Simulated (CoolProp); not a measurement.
Vapour-liquid equilibrium of R125 (1) + R134a (2) at 5.94 kPa; x and y are mole fractions of (1).

Model: multi-fluid Helmholtz-energy mixture model, Lemmon 2005 and Tillner-Roth 1994; pair parameters Lemmon 2004, in CoolProp.

```json
[
 {"x": "0.05", "bubble temperature, mixture model (°C)": "-75.8", "bubble temperature, Raoult's law (°C)": "-75.8", "y, mixture model": "0.175", "y, Raoult's law": "0.174"},
 {"x": "0.125", "bubble temperature, mixture model (°C)": "-78.2", "bubble temperature, Raoult's law (°C)": "-78.1", "y, mixture model": "0.372", "y, Raoult's law": "0.371"},
 {"x": "0.2", "bubble temperature, mixture model (°C)": "-80.3", "bubble temperature, Raoult's law (°C)": "-80.2", "y, mixture model": "0.515", "y, Raoult's law": "0.514"},
 {"x": "0.275", "bubble temperature, mixture model (°C)": "-82.1", "bubble temperature, Raoult's law (°C)": "-82.0", "y, mixture model": "0.623", "y, Raoult's law": "0.621"},
 {"x": "0.35", "bubble temperature, mixture model (°C)": "-83.7", "bubble temperature, Raoult's law (°C)": "-83.6", "y, mixture model": "0.705", "y, Raoult's law": "0.703"},
 {"x": "0.425", "bubble temperature, mixture model (°C)": "-85.1", "bubble temperature, Raoult's law (°C)": "-85.0", "y, mixture model": "0.770", "y, Raoult's law": "0.768"},
 {"x": "0.5", "bubble temperature, mixture model (°C)": "-86.4", "bubble temperature, Raoult's law (°C)": "-86.3", "y, mixture model": "0.821", "y, Raoult's law": "0.820"},
 {"x": "0.575", "bubble temperature, mixture model (°C)": "-87.5", "bubble temperature, Raoult's law (°C)": "-87.5", "y, mixture model": "0.863", "y, Raoult's law": "0.862"},
 {"x": "0.65", "bubble temperature, mixture model (°C)": "-88.6", "bubble temperature, Raoult's law (°C)": "-88.5", "y, mixture model": "0.897", "y, Raoult's law": "0.897"},
 {"x": "0.725", "bubble temperature, mixture model (°C)": "-89.5", "bubble temperature, Raoult's law (°C)": "-89.5", "y, mixture model": "0.926", "y, Raoult's law": "0.926"},
 {"x": "0.8", "bubble temperature, mixture model (°C)": "-90.4", "bubble temperature, Raoult's law (°C)": "-90.4", "y, mixture model": "0.950", "y, Raoult's law": "0.951"},
 {"x": "0.875", "bubble temperature, mixture model (°C)": "-91.2", "bubble temperature, Raoult's law (°C)": "-91.2", "y, mixture model": "0.971", "y, Raoult's law": "0.971"},
 {"x": "0.95", "bubble temperature, mixture model (°C)": "-92.0", "bubble temperature, Raoult's law (°C)": "-92.0", "y, mixture model": "0.989", "y, Raoult's law": "0.989"}
]
```

The largest gap from Raoult's law is -0.1 K in bubble temperature, at x = 0.425. No azeotrope shows between x = 0.05 and 0.95.

Pair parameters are fitted to limited data, so mixtures are less certain than the pure fluids.
